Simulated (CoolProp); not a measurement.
R124 along the isobar 26.6 bar: fugacity coefficient from the reference equation and from simpler models built on Tc = 395.4 K, pc = 36.24 bar, ω = 0.288; each cubic takes its own stable root.

Values from CoolProp's reference Helmholtz-energy equation of state, de Vries 1995.

| T (K) | phase | reference | Soave-Redlich-Kwong | Peng-Robinson |
|---|---|---|---|---|
| 391.3 | gas | 0.7435 | 0.7485 | 0.7285 |
| 396.9 | gas | 0.7568 | 0.7611 | 0.7411 |
| 402.5 | gas | 0.7690 | 0.7730 | 0.7530 |
| 408.1 | gas | 0.7803 | 0.7841 | 0.7641 |
| 413.8 | gas | 0.7910 | 0.7947 | 0.7747 |
| 419.4 | gas | 0.8009 | 0.8045 | 0.7846 |
| 425 | gas | 0.8101 | 0.8138 | 0.7940 |
| 430.6 | gas | 0.8188 | 0.8226 | 0.8028 |
| 436.3 | gas | 0.8271 | 0.8311 | 0.8114 |
| 441.9 | gas | 0.8348 | 0.8390 | 0.8194 |
| 447.5 | gas | 0.8421 | 0.8465 | 0.8270 |
| 453.1 | gas | 0.8489 | 0.8536 | 0.8343 |
| 458.8 | gas | ? | ? | 0.8413 |
| 464.4 | gas | 0.8617 | ? | ? |
| 470 | gas | 0.8675 | 0.8731 | 0.8542 |

**Question.** Complete the blanks.

**Answer.** 
- 458.8, reference: 0.8555
- 458.8, Soave-Redlich-Kwong: 0.8605
- 464.4, Soave-Redlich-Kwong: 0.8670
- 464.4, Peng-Robinson: 0.8479
